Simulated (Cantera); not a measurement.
An adiabatic, constant-volume homogeneous reactor starts with 15.6 % CO, 0.796 % H2, 4.99 % CH4, 16.5 % O2, 62.1 % N2, equivalence ratio 1.1, at 1098 K and 7500 Torr.

Computed with Cantera and GRI-Mech 3.0 (53 species, 325 reactions). Above 3000 K some thermodynamic fits are extrapolated.

### Question
Predict: time of steepest temperature rise; temperature at 6.00 s; equilibrium temperature; x(CO) at 6.00 s; x(H2) at 6.00 s; x(O2) at 6.00 s; x(H) at 6.00 s; x(NO2) at 6.00 s.

### Answer
```
Item                                                                 Value
---------------------------------  ---------------------------------------
time of steepest temperature rise                                  4.64 ms
temperature at 6.00 s                                               3001 K
equilibrium temperature                                             3001 K
x(CO) at 6.00 s                      0.0750 (gas-phase equilibrium 0.0750)
x(H2) at 6.00 s                    0.00712 (gas-phase equilibrium 0.00712)
x(O2) at 6.00 s                      0.0146 (gas-phase equilibrium 0.0146)
x(H) at 6.00 s                     0.00262 (gas-phase equilibrium 0.00262)
x(NO2) at 6.00 s                   8.88e-6 (gas-phase equilibrium 8.88e-6)
```
